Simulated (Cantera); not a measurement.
Input: 1 mol CH₂F₂, held at 925 K and 66.0 Torr.

Cantera equilibrium calculation (NASA polynomials, part measured and part estimated; ideal gas, pure solids and liquids). Candidate condensed phases: C, C₆H₆, C₇H₈, C₈H₁₈; 95 gas species. Equilibrium is a limit: real reactors are often held back by kinetics, nucleation or transport.

Base state: HF 1.000 (mole fractions); condensed: C(graphite).

Question: What changes in the equilibrium state with this change: CH₂F₂ replaced by c-C₄F₈?

Answer: 
```
species            before  after
----------------  -------  -----
CF₄               2.67e-7   1.00
HF                  1.000      0
C(graphite), mol    1.000   2.00
```
The feed counts by its element totals alone. Gases not in the tables: C₂F₆ and larger saturated fluorocarbons.
